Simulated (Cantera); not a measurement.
Mixture: CH3OH : O2 : N2 : H2O = 1 : 1.56 : 8.44 : 0.52 (molar parts), equivalence ratio 0.96, at 1280 Torr, adiabatic and at constant volume. Ignition delay is the time to a rise of 400 K.

Computed with Cantera and GRI-Mech 3.0 (53 species, 325 reactions). GRI-Mech 3.0 was tuned for natural gas; its chemistry of methanol as a main component is partial and can be far from experiment.

Question: What does this change do: constant pressure in place of constant volume?

Answer: 
| quantity | before | after |
|---|---|---|
| delay at 1298 K | 1.30 ms | 1.37 ms |
| delay at 1398 K | 0.366 ms | 0.398 ms |
| delay at 1498 K | 0.128 ms | 0.145 ms |
| delay at 1598 K | 52.9 µs | 63.3 µs |
| apparent activation energy between 1548 and 1648 K | 170 kJ/mol | 160 kJ/mol |

Question: What does this change do: H2O 0.52 to 1.1 parts?

Answer: 
```json
[
 {"quantity": "delay at 1298 K", "before": "1.30 ms", "after": "1.19 ms"},
 {"quantity": "delay at 1398 K", "before": "0.366 ms", "after": "0.331 ms"},
 {"quantity": "delay at 1498 K", "before": "0.128 ms", "after": "0.115 ms"},
 {"quantity": "delay at 1598 K", "before": "52.9 µs", "after": "47.2 µs"},
 {"quantity": "apparent activation energy between 1548 and 1648 K", "before": "170 kJ/mol", "after": "170 kJ/mol"}
]
```
